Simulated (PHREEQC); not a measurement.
Consider water at 25 °C with 0.0035 mol CuSO4, 0.0055 mol HNO3 and 0.0005 mol NaCl per kg of water. Closed to the air; pH follows from the charge balance.

All values are PHREEQC results (ion-association model, wateq4f.dat), not measurements.

| quantity | before | after |
|---|---|---|
| pH | 2.36 | 7.25 |
| ionic strength (mol/kgw) | 0.0166 | 0.0175 |
| SI of Halite (NaCl) | -8.30 | -8.30 |

Problem. What was changed between the two runs?
(A) temperature from 25 to 70 °C
(B) CuSO4 from 0.0035 to 0.00385 mol/kgw
(C) CuSO4 left out
(D) 0.0099 mol/kgw RbOH added
(E) diluted 10-fold with water

Solution. D, 0.0099 mol/kgw RbOH added

Precipitation was switched off in this run. Some of these states are supersaturated (in Brochantite, Antlerite, for instance). The database's constant for dissolved Cu(OH)2 is higher than later reviews accept.
